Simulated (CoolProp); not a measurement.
Vapour-liquid equilibrium of R1234yf (1) + R1234ze(E) (2) at 188 kPa; x and y are mole fractions of (1).

Model: multi-fluid Helmholtz-energy mixture model, Lemmon 2022 and Thol 2016; pair parameters Bell 2022, in CoolProp.

Task: Give the bubble temperature and the first vapour's composition at x = 0.35, 0.65, 0.95. Is there an azeotrope?

Result: x = 0.35: -8.2 °C, y = 0.440; x = 0.65: -11.2 °C, y = 0.727; x = 0.95: -14.0 °C, y = 0.965. No azeotrope shows between x = 0.05 and 0.95.

Pair parameters are fitted to limited data, so mixtures are less certain than the pure fluids.
